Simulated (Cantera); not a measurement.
Charge: 1 mol Al, 2.9 mol O₂, 3.4 mol N₂, at 1.00 mbar.

Method: chemical equilibrium by Gibbs-energy minimisation in Cantera with the NASA 1993 tables (ideal gas, pure condensed phases). Candidate condensed phases: Al, AlN, Al₂O₃; 16 gas species. The numbers say what is thermodynamically allowed, not how fast it happens.

x: gas mole fraction; n: condensed amount in mol.

| T (°C) | x N₂ | x O₂ | x NO | x O | x NO₂ | x N₂O | n Al₂O₃(s) |
|---|---|---|---|---|---|---|---|
| 827 | 0.613 | 0.387 | 0.000102 | ___ | 1.25e-7 | 2.13e-10 | 0.500 |
| 877 | 0.613 | 0.387 | 0.000157 | ___ | 1.47e-7 | 3.18e-10 | 0.500 |
| 927 | 0.612 | 0.387 | 0.000234 | ___ | 1.70e-7 | 4.58e-10 | 0.500 |
| 977 | 0.612 | 0.387 | 0.000338 | ___ | 1.95e-7 | 6.42e-10 | 0.500 |
| 1027 | 0.612 | 0.387 | 0.000474 | ___ | 2.21e-7 | 8.77e-10 | 0.500 |
| 1077 | 0.612 | 0.387 | 0.000648 | ___ | 2.49e-7 | 1.17e-9 | 0.500 |
| 1127 | 0.612 | 0.387 | 0.000867 | ___ | 2.77e-7 | 1.54e-9 | 0.500 |
| 1177 | 0.612 | 0.387 | 0.00114 | ___ | 3.07e-7 | 1.98e-9 | 0.500 |
| 1227 | 0.612 | 0.387 | 0.00146 | ___ | 3.37e-7 | 2.50e-9 | 0.500 |
| 1277 | 0.612 | 0.386 | 0.00185 | ___ | 3.69e-7 | 3.12e-9 | 0.500 |
| 1327 | 0.611 | 0.386 | 0.00231 | ___ | 4.01e-7 | 3.85e-9 | 0.500 |
| 1377 | 0.611 | 0.386 | 0.00284 | ___ | 4.33e-7 | 4.68e-9 | 0.500 |
| 1427 | 0.611 | 0.385 | 0.00346 | ___ | 4.66e-7 | 5.63e-9 | 0.500 |
| 1477 | 0.610 | 0.384 | 0.00415 | ___ | 4.99e-7 | 6.71e-9 | 0.500 |

Fill in the missing entries.


- 827, x O: 4.91e-8
- 877, x O: 1.64e-7
- 927, x O: 4.93e-7
- 977, x O: 1.36e-6
- 1027, x O: 3.48e-6
- 1077, x O: 8.30e-6
- 1127, x O: 1.86e-5
- 1177, x O: 3.95e-5
- 1227, x O: 7.97e-5
- 1277, x O: 0.000154
- 1327, x O: 0.000285
- 1377, x O: 0.000509
- 1427, x O: 0.000877
- 1477, x O: 0.00147
